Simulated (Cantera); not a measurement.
What does this Cantera script print?

```python
import numpy as np
import cantera as ct

gas = ct.Solution("gri30.yaml")


def delay(T, t_max=10):
    gas.TPX = T, 101325, {'CH4': 1, 'O2': 1.54, 'N2': 5.78}
    reactor = ct.IdealGasReactor(gas, clone=False)
    net = ct.ReactorNet([reactor])
    net.rtol, net.atol = 1e-8, 1e-16
    while net.time < t_max:
        t_old, T_old = net.time, reactor.T
        net.step()
        if reactor.T > T + 400:  # ignition: a rise of 400 K
            return t_old + (T + 400 - T_old) / (reactor.T - T_old) * (net.time - t_old)
    return np.nan


taus = []
for T in [1075, 1150, 1225, 1300, 1375, 1450, 1525, 1600, 1675]:
    taus.append(delay(T))
    print(f"T0 = {T:6g} K   tau = {taus[-1]:.4e} s")
```

It prints:

```
T0 =   1075 K   tau = 3.3894e-01 s
T0 =   1150 K   tau = 1.0361e-01 s
T0 =   1225 K   tau = 3.4679e-02 s
T0 =   1300 K   tau = 1.2581e-02 s
T0 =   1375 K   tau = 4.9112e-03 s
T0 =   1450 K   tau = 2.0648e-03 s
T0 =   1525 K   tau = 9.4141e-04 s
T0 =   1600 K   tau = 4.6763e-04 s
T0 =   1675 K   tau = 2.5218e-04 s
```

Computed with Cantera and GRI-Mech 3.0 (53 species, 325 reactions).
